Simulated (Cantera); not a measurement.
An isothermal, constant-pressure homogeneous reactor starts with CO : O2 : H2O : N2 = 0.0024 : 0.016 : 0.0001 : 1 (molar parts), equivalence ratio 0.075, at 1075 K and 5.63 atm.

Model: GRI-Mech 3.0 (53 species, 325 reactions), integrated in Cantera.

**Question.** Predict: x(CO) at 5.00 s; x(O2) at 5.00 s; x(H2O) at 5.00 s; x(N2O) at 5.00 s; x(H2O2) at 5.00 s.

**Answer.** 
```json
{
  "x(CO) at 5.00 s": "0.00133 (gas-phase equilibrium 5.37e-12)",
  "x(O2) at 5.00 s": "0.0152 (gas-phase equilibrium 0.0145)",
  "x(H2O) at 5.00 s": "9.80e-5 (gas-phase equilibrium 9.83e-5)",
  "x(N2O) at 5.00 s": "8.22e-7 (gas-phase equilibrium 4.07e-9)",
  "x(H2O2) at 5.00 s": "2.72e-9 (gas-phase equilibrium <1e-12)"
}
```
